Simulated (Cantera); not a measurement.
Charge: 1 mol TEOS, 2.3 mol H2O, equilibrated at 13300 Pa.

Equilibrium computed with Cantera from the NASA thermochemical tables; the gas is ideal and each condensed phase is pure. Candidate condensed phases: C, C6H6, C7H8, C8H18, H2O, Si, SiC, SiO2; 123 gas species. The feed counts by its element totals alone. Equilibrium is a limit: real reactors are often held back by kinetics, nucleation or transport. All values below are at 652 °C.

Base state: H2 0.726, CO 0.210, H2O 0.0302, CO2 0.0177, CH4 0.0160 (mole fractions); condensed: C(graphite) + SiO2(β-quartz).

Q: What changes in the equilibrium state with this change: H2O from 2.3 to 0.3 mol?

A: 
```
species              before    after
-------------------  ------  -------
H2                    0.726    0.798
CO                    0.210    0.150
H2O                  0.0302   0.0237
CO2                  0.0177  0.00904
CH4                  0.0160   0.0193
C(graphite), mol       4.20     5.86
SiO2(β-quartz), mol    1.00     1.00
```

Q: What changes in the equilibrium state with this change: H2O from 2.3 to 0.28 mol?

A: 
| species | before | after |
|---|---|---|
| H2 | 0.726 | 0.799 |
| CO | 0.210 | 0.149 |
| H2O | 0.0302 | 0.0236 |
| CO2 | 0.0177 | 0.00895 |
| CH4 | 0.0160 | 0.0193 |
| C(graphite), mol | 4.20 | 5.88 |
| SiO2(β-quartz), mol | 1.00 | 1.00 |
